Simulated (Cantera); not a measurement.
## Premixed flame

A freely propagating, adiabatic, planar premixed flame of H₂ : O₂ : N₂ : H₂O = 1 : 0.333 : 1.25 : 0.0062 (molar parts), equivalence ratio 1.5, unburnt at 550 K and 0.336 atm; mixture-averaged transport, grid criteria slope 0.08 and curve 0.16, no radiation.

Detailed kinetics in Cantera: the H2/O2 subset of GRI-Mech 3.0, which has no nitrogen chemistry. Burning velocities carry a grid error of a few per cent, more on coarse grids.

```tsv
z (mm)	T (K)	u (m/s)	x H₂	x O₂	x H₂O	x OH	x O	x H₂O₂
-5.35	550	6.81	0.386	0.129	0.00239	<1e-8	<1e-8	<1e-8
-3.56	550	6.81	0.386	0.129	0.00239	<1e-8	<1e-8	<1e-8
-2.67	550	6.81	0.386	0.129	0.00239	<1e-8	<1e-8	<1e-8
-1.78	550	6.81	0.386	0.129	0.00239	<1e-8	<1e-8	<1e-8
-0.891	562	6.94	0.384	0.129	0.00300	5.09e-5	8.67e-6	1.68e-6
-0.446	747	9.08	0.355	0.123	0.0188	0.000525	0.000287	4.03e-6
0	1175	13.9	0.220	0.0749	0.121	0.00310	0.00582	1.13e-6
0.446	1451	16.9	0.119	0.0167	0.229	0.00684	0.00780	9.57e-7
0.891	1566	18.1	0.110	0.00789	0.247	0.00840	0.00691	7.21e-7
1.78	1692	19.4	0.115	0.00608	0.252	0.00988	0.00616	4.59e-7
3.56	1834	20.8	0.122	0.00468	0.258	0.0109	0.00501	2.50e-7
7.13	1977	22.2	0.128	0.00325	0.265	0.0111	0.00361	1.31e-7
14.3	2112	23.4	0.133	0.00199	0.273	0.0103	0.00226	7.11e-8
```
x: mole fraction of selected species; z is measured from the peak of heat release.

```yaml
laminar_burning_velocity: 681 cm/s
thermal_thickness: 1.78 mm
peak x(OH): 0.0112
peak x(O): 0.00817
peak x(H₂O₂): 4.90e-6
grid_points: 144
```
